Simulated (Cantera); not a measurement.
A closed system holds: 1 mol CF4, 0.76 mol H2, equilibrated at 2225 K and 0.0240 Torr.

Cantera equilibrium calculation (NASA polynomials, part measured and part estimated; ideal gas, pure solids and liquids). Candidate condensed phases: C, C6H6, C7H8, C8H18; 95 gas species. Kinetics and transport are ignored.

Base state: F 0.597, HF 0.383, CF2 0.0112, CF 0.00748, H 0.000786, C3 0.000125, C 7.41e-5, C2 1.09e-5 (mole fractions); condensed: C(graphite).

### Question
What changes in the equilibrium state with this change: pressure from 0.0240 Torr to 100 Torr?

### Answer
| species | before | after |
|---|---|---|
| HF | 0.383 | 0.669 |
| CF4 | 1.14e-6 | 0.224 |
| CF2 | 0.0112 | 0.0767 |
| F | 0.597 | 0.0242 |
| CHF3 | <1e-9 | 1.62e-5 |
| C3 | 0.000125 | 2.99e-8 |
| C | 7.41e-5 | 1.78e-8 |
| C2 | 1.09e-5 | 2.62e-9 |
| C(graphite), mol | 0.924 | 0.303 |
Gases not in the tables: C2F6 and larger saturated fluorocarbons.

### Question
What changes in the equilibrium state with this change: pressure from 0.0240 Torr to 2.33 Torr?

### Answer
```
species             before    after
----------------  --------  -------
HF                   0.383    0.500
F                    0.597    0.257
CF2                 0.0112    0.201
CF4                1.14e-6   0.0356
CF3                5.28e-6  0.00395
C3                0.000125  1.29e-6
C2                 1.09e-5  1.13e-7
C                  7.41e-5  7.65e-7
H                 0.000786  2.46e-5
C(graphite), mol     0.924    0.260
```
Gases not in the tables: C2F6 and larger saturated fluorocarbons.

### Question
What changes in the equilibrium state with this change: temperature from 2225 K to 2948 K?

### Answer
| species | before | after |
|---|---|---|
| F | 0.597 | 0.611 |
| H | 0.000786 | 0.210 |
| C | 7.41e-5 | 0.114 |
| HF | 0.383 | 0.0405 |
| CF2 | 0.0112 | 1.11e-5 |
| C2 | 1.09e-5 | 0.00786 |
| C2H | 8.56e-8 | 2.51e-5 |
| H2 | 4.72e-7 | 7.82e-5 |
| C3 | 0.000125 | 0.00928 |
| CF | 0.00748 | 0.00752 |
| C(graphite), mol | 0.924 | 0 |
